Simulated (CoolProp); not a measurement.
The fluid at 343.57 K and 0.0165 MPa expands adiabatically to 0.0016 MPa with isentropic efficiency 0.85. The same conditions are run with several fluids, on thermodynamics alone (safety and materials aside).

Model: reference Helmholtz-energy equation of state of each fluid (tetrahydrofuran: Fiedler 2023; hydrogen chloride: Thol 2018; 1,2-dichloroethane: Thol 2015; R13: Platzer 1990; R141b: Lemmon 2006), in CoolProp. The equations of Platzer and Polt are older, rougher fits.

Q: Rank tetrahydrofuran, hydrogen chloride, 1,2-dichloroethane, R13, R141b by work (kJ/kg), highest first.

A: hydrogen chloride (113), tetrahydrofuran (69.8), 1,2-dichloroethane (50.9), R13 (47.2), R141b (43.6)

```json
[
 {"fluid": "tetrahydrofuran", "final temperature (K)": "280.7", "final density (kg/m³)": "0.0495"},
 {"fluid": "hydrogen chloride", "final temperature (K)": "201.5", "final density (kg/m³)": "0.0348"},
 {"fluid": "1,2-dichloroethane", "final temperature (K)": "282.6", "final density (kg/m³)": "0.0674"},
 {"fluid": "R13", "final temperature (K)": "270.8", "final density (kg/m³)": "0.0742"},
 {"fluid": "R141b", "final temperature (K)": "287.3", "final density (kg/m³)": "0.0784"}
]
```
